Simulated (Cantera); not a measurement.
Input: 1 mol Si3N4, 0.24 mol N2O, 13 mol H2, equilibrated at 5.90 mbar.

Cantera equilibrium calculation (NASA polynomials, part measured and part estimated; ideal gas, pure solids and liquids). Candidate condensed phases: H2O, Si, SiO2, Si2N2O, Si3N4; 35 gas species. Mutual solubility and eutectic melting of coexisting phases are not modelled. The tables' values for SiN are old estimates; treat these amounts as uncertain. Gases not in the tables: Si2H6 and higher silanes. Kinetics and transport are ignored.

log p: log10 of the partial pressure in bar; n: condensed amount in mol.

| T (K) | log p H2 | log p N2 | log p H | log p Si | log p SiO | log p SiH | n Si2N2O(s) | n Si3N4(s) | n Si(s) | n Si(l) |
|---|---|---|---|---|---|---|---|---|---|---|
| 1548 | -2.24 | -3.85 | -5.63 | -7.55 | -5.60 | -8.25 | 0.234 | 0.842 | 0 | 0 |
| 1598 | -2.25 | -3.54 | -5.40 | -7.03 | -5.09 | -7.81 | 0.221 | 0.674 | 0.516 | 0 |
| 1648 | -2.28 | -3.18 | -5.19 | -6.59 | -4.64 | -7.47 | 0.183 | 0.195 | 1.99 | 0 |
| 1698 | -2.31 | -3.07 | [?] | [?] | -4.04 | [?] | 0 | 0 | 0 | 2.76 |
| 1748 | -2.31 | -3.07 | [?] | [?] | -4.04 | [?] | 0 | 0 | 0 | 2.76 |
| 1798 | -2.31 | -3.07 | -4.61 | -5.51 | -4.04 | -6.60 | 0 | 0 | 0 | 2.75 |
| 1848 | -2.31 | -3.07 | -4.43 | -5.20 | -4.04 | -6.36 | 0 | 0 | 0 | 2.74 |
| 1898 | -2.31 | -3.07 | -4.26 | -4.91 | -4.04 | -6.13 | 0 | 0 | 0 | 2.72 |
| 1948 | -2.31 | -3.07 | -4.10 | -4.63 | -4.04 | -5.90 | 0 | 0 | 0 | 2.69 |
| 1998 | -2.32 | -3.08 | -3.95 | -4.37 | -4.05 | -5.70 | 0 | 0 | 0 | 2.63 |
| 2048 | -2.32 | -3.08 | -3.81 | -4.12 | -4.05 | -5.50 | 0 | 0 | 0 | 2.54 |
| 2098 | -2.33 | -3.09 | -3.68 | -3.88 | -4.06 | -5.31 | 0 | 0 | 0 | 2.37 |

Question: Fill in the missing entries.

Answer: 
- 1748, log p H: -4.79
- 1748, log p Si: -5.84
- 1748, log p SiH: -6.87
- 1698, log p H: -4.99
- 1698, log p Si: -6.18
- 1698, log p SiH: -7.14
